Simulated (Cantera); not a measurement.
An adiabatic, constant-volume homogeneous reactor starts with 17.3 % CO, 9.16 % H2, 15.5 % O2, 58.1 % N2, at 1500 K and 1.00 bar.

Cantera simulation using GRI-Mech 3.0 (53 species, 325 reactions); the numbers are that mechanism's predictions, not measurements.

One state of this run: T (K) = 2868; P (bar) = 1.76; x CO = 0.0759; x H2 = 0.00745; x O2 = 0.0502; x H2O2 = 3.26e-7; x O = 0.0120; x HO2 = 1.14e-5; x N2O = 1.05e-6. x: mole fraction; the columns are a selection and need not sum to one.

Task: Which value of t (s) does it belong to?
(A) 0.000775
(B) 4.69e-6
(C) 1.10e-5
(D) 2.57e-5

Result: A, 0.000775
